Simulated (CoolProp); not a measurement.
Saturation properties of octamethyltrisiloxane (MDM) (Tc = 292.2 °C, pc = 1.438 MPa, ω = 0.528).

Computed with CoolProp (reference Helmholtz-energy equation of state, Thol 2017).

| T (°C) | p (MPa) | liquid cp (kJ/(kg K)) | vapour Z | surface tension (mN/m) |
|---|---|---|---|---|
| 29.85 | 0.0006815 | 1.794 | 0.9984 | 16.1 |
| 34.35 | 0.0008994 | 1.805 | 0.9980 | 15.7 |
| 38.95 | 0.001182 | 1.816 | 0.9975 | 15.3 |
| 43.55 | 0.001537 | 1.827 | 0.9969 | 14.9 |
| 48.05 | 0.001969 | 1.838 | 0.9962 | 14.5 |
| 52.65 | 0.002514 | 1.849 | 0.9954 | 14.1 |
| 57.15 | 0.003165 | 1.860 | 0.9944 | 13.7 |
| 61.75 | 0.003973 | 1.871 | 0.9934 | 13.3 |
| 66.35 | 0.004947 | 1.883 | 0.9921 | 13.0 |
| 70.85 | 0.006086 | 1.894 | 0.9908 | 12.6 |
| 75.45 | 0.007468 | 1.906 | 0.9892 | 12.2 |
| 79.95 | 0.009062 | 1.918 | 0.9875 | 11.8 |
| 84.55 | 0.01097 | 1.930 | 0.9855 | 11.4 |

It boils at 152.5 °C under 1 atm.

Surface tension comes from a separate correlation (Mulero 2014), older than this fluid's equation and unchecked against measurements.
